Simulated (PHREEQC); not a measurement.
Solution (20 °C): 0.088 mol ZnSO4, 0.039 mol NaCl and 0.0047 mol NiCl2 per kg of water. Closed to the air; pH follows from the charge balance.

Model: ion-association model, wateq4f.dat, run in PHREEQC.

| quantity | before | after |
|---|---|---|
| pH | 5.46 | 6.34 |
| ionic strength (mol/kgw) | 0.231 | 0.0525 |
| Cl- (mol/kgw) | 0.0467 | 0.0481 |
| Na+ (mol/kgw) | 0.0372 | 0.0390 |
| Ni+2 (mol/kgw) | 0.00299 | 0.00443 |
| NiCl+ (mol/kgw) | 0.000101 | 0.000239 |
| SI of Ni(OH)2 (Ni(OH)2) | -2.55 | -0.44 |
| SI of Halite (NaCl) | -4.62 | -4.47 |

Which change was made?
(A) NiCl2 from 0.0047 to 0.00047 mol/kgw
(B) NaCl from 0.039 to 0.0195 mol/kgw
(C) 0.014 mol/kgw NaHF2 added
(D) ZnSO4 left out

D, ZnSO4 left out

Precipitation was switched off in this run.
